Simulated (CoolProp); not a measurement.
Vapour-liquid equilibrium of ethylene (1) + isobutane (2) at 0.0846 MPa; x and y are mole fractions of (1).

Computed with CoolProp (multi-fluid Helmholtz-energy mixture model, Smukala 2000 and Bücker 2006; pair parameters Bell 2016).

Problem. Give the bubble temperature and the first vapour's composition at x = 0.35, 0.5, 0.95. Is there an azeotrope?

Solution. x = 0.35: 187.7 K, y = 0.988; x = 0.5: 179.7 K, y = 0.996; x = 0.95: 167.2 K, y = 1.000. No azeotrope shows between x = 0.05 and 0.95.

The pair parameters rest on a limited set of measurements; away from them the model extrapolates.
